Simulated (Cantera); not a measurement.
Mixture: CH₄ : C₂H₆ : O₂ : N₂ : H₂O = 1 : 0.26 : 5.02 : 18.9 : 6.9 (molar parts), equivalence ratio 0.58, at 0.434 atm, adiabatic and at constant pressure. Ignition delay is the time to a rise of 400 K.

Cantera simulation using GRI-Mech 3.0 (53 species, 325 reactions); the numbers are that mechanism's predictions, not measurements. Where the delays flatten at high temperature, the 400 K rule measures the pace of heat release, not the induction time.

Problem. What does this change do: constant volume in place of constant pressure?

Solution. 
```tsv
quantity	before	after
delay at 1125 K	12.9 ms	12.3 ms
delay at 1225 K	2.91 ms	2.72 ms
delay at 1325 K	1.06 ms	0.981 ms
delay at 1425 K	0.469 ms	0.429 ms
delay at 1525 K	0.238 ms	0.208 ms
delay at 1625 K	0.150 ms	0.111 ms
delay at 1725 K	0.120 ms	65.9 µs
```

Problem. What does this change do: pressure from 0.434 atm to 38.5 atm?

Solution. 
```
quantity           before     after
---------------  --------  --------
delay at 1125 K   12.9 ms   1.46 ms
delay at 1225 K   2.91 ms  0.345 ms
delay at 1325 K   1.06 ms   97.1 µs
delay at 1425 K  0.469 ms   32.2 µs
delay at 1525 K  0.238 ms   12.7 µs
delay at 1625 K  0.150 ms   5.89 µs
delay at 1725 K  0.120 ms   3.10 µs
```
The pressure lies above the range GRI-Mech 3.0 was tuned for (to about 10 atm).
